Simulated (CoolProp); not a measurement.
Vapour pressure (MPa) of methanol: the reference equation beside estimates from Tc = 240.2 °C, pc = 8.216 MPa, ω = 0.565. Clausius-Clapeyron is anchored at 103.65 °C with a constant enthalpy of vaporisation of 32.45 kJ/mol.

Model: reference Helmholtz-energy equation of state, de Reuck 1993, in CoolProp.

```tsv
T (°C)	reference	Lee-Kesler	Clausius-Clapeyron	van der Waals	Redlich-Kwong	Soave-Redlich-Kwong	Peng-Robinson
75.75	0.1554	0.1521	0.1731	1.414	0.5570	0.1520	0.1557
85.05	0.2162	0.2146	0.2315	1.620	0.6989	0.2146	0.2184
94.35	0.2952	0.2963	0.3049	1.844	0.8653	0.2966	0.3000
103.65	0.3963	0.4009	0.3963	2.088	1.058	0.4018	0.4045
112.95	0.5238	0.5327	0.5086	2.352	1.280	0.5347	0.5360
122.25	0.6823	0.6961	0.6451	2.636	1.533	0.7001	0.6993
131.55	0.8770	0.8959	0.8093	2.941	1.818	0.9031	0.8994
140.85	1.114	1.137	1.005	3.268	2.138	1.149	1.142
150.15	1.398	1.426	1.236	3.617	2.495	1.444	1.432
159.45	1.738	1.768	1.507	3.988	2.891	1.794	1.777
```

Absolute difference from the reference over all 10 rows, mean and median: Lee-Kesler 1.6 and 1.9 %, Clausius-Clapeyron 7.2 and 7.4 %, van der Waals 376.3 and 317.7 %, Redlich-Kwong 145.5 and 134.5 %, Soave-Redlich-Kwong 2.2 and 2.4 %, Peng-Robinson 1.9 and 2.3 %.
